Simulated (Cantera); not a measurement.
# Premixed flame

A freely propagating, adiabatic, planar premixed flame of 18.4 % H2, 17.0 % O2, 57.8 % N2, 6.79 % H2O, equivalence ratio 0.54, unburnt at 500 K and 13000 Pa; multicomponent transport, grid criteria slope 0.08 and curve 0.16, no radiation.

Model: the H2/O2 subset of GRI-Mech 3.0, which has no nitrogen chemistry, integrated in Cantera. Burning velocities carry a grid error of a few per cent, more on coarse grids. Lean hydrogen flames are cellular in practice and burn faster than this planar one.

| z (mm) | T (K) | u (m/s) | x H2 | x O2 | x H2O | x OH | x H2O2 | x O |
|---|---|---|---|---|---|---|---|---|
| -15.4 | 500 | 2.52 | 0.184 | 0.170 | 0.0679 | <1e-8 | <1e-8 | <1e-8 |
| -10.2 | 500 | 2.52 | 0.184 | 0.170 | 0.0679 | <1e-8 | <1e-8 | <1e-8 |
| -7.68 | 500 | 2.52 | 0.184 | 0.170 | 0.0679 | <1e-8 | <1e-8 | <1e-8 |
| -5.12 | 500 | 2.52 | 0.183 | 0.170 | 0.0680 | <1e-8 | <1e-8 | <1e-8 |
| -2.56 | 517 | 2.59 | 0.177 | 0.171 | 0.0695 | 4.30e-5 | 5.27e-6 | 6.12e-6 |
| -1.28 | 686 | 3.37 | 0.148 | 0.167 | 0.0871 | 0.000422 | 6.52e-6 | 0.000158 |
| 0 | 1009 | 4.83 | 0.0792 | 0.141 | 0.148 | 0.00167 | 1.25e-6 | 0.00348 |
| 1.28 | 1250 | 5.93 | 0.0262 | 0.104 | 0.214 | 0.00515 | 1.69e-6 | 0.00955 |
| 2.56 | 1374 | 6.48 | 0.0152 | 0.0926 | 0.233 | 0.00718 | 1.32e-6 | 0.0109 |
| 5.12 | 1499 | 7.03 | 0.0124 | 0.0890 | 0.243 | 0.00875 | 7.43e-7 | 0.00954 |
| 10.2 | 1615 | 7.52 | 0.00945 | 0.0870 | 0.252 | 0.00939 | 3.79e-7 | 0.00709 |
| 20.5 | 1710 | 7.91 | 0.00606 | 0.0858 | 0.260 | 0.00874 | 2.00e-7 | 0.00442 |
| 41.0 | 1776 | 8.17 | 0.00321 | 0.0856 | 0.267 | 0.00699 | 1.13e-7 | 0.00230 |
x: mole fraction of selected species; z is measured from the peak of heat release.

```
Property                     Value
------------------------  --------
laminar burning velocity  252 cm/s
thermal thickness          5.12 mm
peak x(OH)                 0.00940
peak x(H2O2)               8.61e-6
peak x(O)                   0.0109
grid points                    113
```
